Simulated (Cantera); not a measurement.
Equilibrium for thermal oxidation and active oxidation of silicon: Si + H2O + N2

A closed system holds: 1 mol Si, 0.015 mol H2O, 710 mol N2, equilibrated at 1273 K and 518 Torr.

Method: chemical equilibrium by Gibbs-energy minimisation in Cantera with the NASA 1993 tables (ideal gas, pure condensed phases). Candidate condensed phases: H2O, Si, SiO2, Si2N2O, Si3N4; 35 gas species. N2 is the only nitrogen source here; it is nearly inert below about 1500 K, so the nitride shown seldom forms there in practice. Mutual solubility and eutectic melting of coexisting phases are not modelled. Kinetics and transport are ignored.

```
Property                               Value
--------------------------------  ----------
x(N2)                                  1.000
x(H2)                                2.11e-5
n(Si2N2O(s))                      0.0150 mol
n(Si3N4(s))                        0.323 mol
gas amount                         709.4 mol
log10 activity of Si(s) (absent)       -4.31
```
